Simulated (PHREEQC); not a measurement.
0.019 g of hydrous ferric oxide (600 m²/g; 0.2 weak and 0.005 strong sites per Fe, Dzombak-Morel constants, diffuse double layer) in 1 kg of water with 0.1 mol/kgw of an inert sodium salt, at 25 °C; the pH is set by adding NaOH or the inert anion's acid. Oxygen is held at 0.21 atm. The system is closed to CO2. Precipitation was switched off in this run.

Computed with PHREEQC (ion-association model, wateq4f.dat).

Problem. Predict surface charge σ (C/m²), surface potential ψ (mV) at pH = 4.5, 8.5, 9.

Solution. 
| pH | surface charge σ (C/m²) | surface potential ψ (mV) |
|---|---|---|
| 4.5 | 0.272 | 138 |
| 8.5 | -0.014 | -19 |
| 9 | -0.034 | -42 |

The oxide is taken as insoluble; below pH 4 it would dissolve.
